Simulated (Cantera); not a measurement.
A freely propagating, adiabatic, planar premixed flame of C₃H₈ : O₂ : N₂ = 1 : 5 : 18.8 (molar parts), equivalence ratio 1.0, unburnt at 623 K and 100.0 Torr; mixture-averaged transport, grid criteria slope 0.08 and curve 0.16, no radiation.

Model: GRI-Mech 3.0 (53 species, 325 reactions), integrated in Cantera. GRI-Mech 3.0 was tuned for natural gas; its chemistry of propane as a main component is partial and can be far from experiment. Burning velocities carry a grid error of a few per cent, more on coarse grids.

Task: Predict: laminar burning velocity; thermal thickness; peak x(CH₂); peak x(HCN); peak x(CH₂O); peak x(H₂).

Result: 
```
Item                         Value
------------------------  --------
laminar burning velocity  215 cm/s
thermal thickness          1.65 mm
peak x(CH₂)                8.88e-5
peak x(HCN)                3.56e-6
peak x(CH₂O)               0.00168
peak x(H₂)                  0.0297
```
